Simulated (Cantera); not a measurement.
An isothermal, constant-pressure homogeneous reactor starts with 4.31 % CO, 5.30 % O₂, 7.54 % H₂O, 82.9 % N₂, at 950 K and 9.77 atm.

Model: GRI-Mech 3.0 (53 species, 325 reactions), integrated in Cantera. The temperature is held fixed by assumption; the heat of reaction is taken as removed at once.

x: mole fraction; the columns are a selection and need not sum to one.

```csv
t (s),x CO,x O₂,x H₂O,x CO₂,x N₂O,x O
0.000100,0.0431,0.0530,0.0754,1.63e-9,<1e-12,1.83e-10
0.000286,0.0431,0.0530,0.0754,6.16e-9,<1e-12,1.89e-10
0.000818,0.0431,0.0530,0.0754,2.68e-8,<1e-12,1.96e-10
0.00234,0.0431,0.0530,0.0754,1.51e-7,2.63e-12,2.18e-10
0.00669,0.0431,0.0530,0.0754,1.12e-6,8.91e-12,2.92e-10
0.0191,0.0431,0.0530,0.0754,1.10e-5,4.06e-11,6.15e-10
0.0548,0.0429,0.0530,0.0754,0.000136,3.16e-10,…
0.157,0.0418,0.0524,0.0754,0.00134,2.67e-9,…
0.448,0.0364,0.0498,0.0756,0.00685,1.34e-8,…
1.28,0.0244,0.0440,0.0761,0.0191,4.06e-8,…
3.67,0.00983,0.0369,0.0767,0.0340,8.50e-8,…
10.5,0.00234,0.0333,0.0770,0.0416,1.17e-7,3.07e-10
30.0,0.000448,0.0324,0.0770,0.0436,1.20e-7,3.18e-11
```

Question: Some entries are withheld; supply them.

Answer: 
- 0.0548, x O: 2.08e-9
- 0.157, x O: 5.32e-9
- 0.448, x O: 6.31e-9
- 1.28, x O: 4.67e-9
- 3.67, x O: 1.93e-9
